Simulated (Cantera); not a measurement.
A Cantera script and its output.

```python
import numpy as np
import cantera as ct

surf = ct.Interface("ptcombust.yaml", "Pt_surf")
gas = surf.adjacent["gas"]
gas.TPX = 300, 43000, {'CH4': 0.043, 'O2': 0.15, 'N2': 0.79}
jet = ct.ImpingingJet(gas=gas, width=0.098, surface=surf)
jet.inlet.mdot, jet.inlet.T, jet.inlet.X = 0.1, 300, {'CH4': 0.043, 'O2': 0.15, 'N2': 0.79}
jet.set_refine_criteria(ratio=10, slope=0.2, curve=0.3)
show, cover = ['CH4', 'O2', 'H2O', 'OH', 'CO', 'CO2'], ["PT(S)", "H(S)", "O(S)", "OH(S)", "CO(S)", "C(S)"]

rows = []
print(f"{'Ts/K':>7s}" + "".join(f"{s:>11s}" for s in show + cover) + "   (gas at the wall, coverages)")
for i, Ts in enumerate([900, 950, 1000, 1050, 1100]):
    jet.surface.T = Ts
    if i == 0:
        surf.TP = Ts, 43000
        surf.coverages = "PT(S):0.5, O(S):0.5"
        surf.advance_coverages(1.0)
        jet.set_initial_guess(products="inlet")
    jet.solve(loglevel=0, auto=(i == 0))
    rows.append([*(jet.X[gas.species_index(s), -1] for s in show), *surf[cover].coverages])
    print(f"{Ts:7g}" + "".join(f"{x:11.3e}" for x in rows[-1]))
```

It prints:

```
   Ts/K        CH4         O2        H2O         OH         CO        CO2      PT(S)       H(S)       O(S)      OH(S)      CO(S)       C(S)   (gas at the wall, coverages)
    900  2.140e-02  1.048e-01  4.184e-02  2.555e-08  6.691e-06  2.745e-02  1.329e-01  1.134e-07  8.641e-01  3.016e-03  1.720e-05  6.115e-08
    950  1.280e-02  8.663e-02  5.766e-02  7.255e-08  5.584e-06  3.798e-02  1.937e-01  3.243e-07  8.029e-01  3.364e-03  1.226e-05  5.868e-08
   1000  7.873e-03  7.626e-02  6.661e-02  1.932e-07  4.638e-06  4.398e-02  2.583e-01  7.257e-07  7.383e-01  3.332e-03  7.969e-06  4.980e-08
   1050  5.176e-03  7.068e-02  7.138e-02  4.524e-07  4.031e-06  4.720e-02  3.235e-01  1.395e-06  6.734e-01  3.118e-03  5.155e-06  4.101e-08
   1100  3.294e-03  6.754e-02  7.417e-02  1.008e-06  5.510e-06  4.871e-02  3.876e-01  2.429e-06  6.095e-01  2.840e-03  3.410e-06  3.080e-08
```

Cantera simulation using Deutschmann's 1995 Pt surface mechanism with GRI-Mech 3.0 gas chemistry; the numbers are that mechanism's predictions, not measurements. Catalytic surfaces can have several steady states; this one follows from the mechanism file's or the stated starting coverage.
